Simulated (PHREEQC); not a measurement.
Consider water at 25 °C with 0.0079 mol CuCl2, 0.0067 mol HNO3 and 0.0027 mol H3BO3 per kg of water. Closed to the air; pH follows from the charge balance.

All values are PHREEQC results (ion-association model, phreeqc.dat), not measurements.

This is a speciation only: nothing precipitates in the calculation.

### Question
Predict the pH, specific conductance.

### Answer
pH 2.23; specific conductance 4260 µS/cm.

### Question
In which forms is Cl present?

### Answer
Cl- 99 %, CuCl+ 1.1 % of the Cl.

Species that the database lacks are ignored.
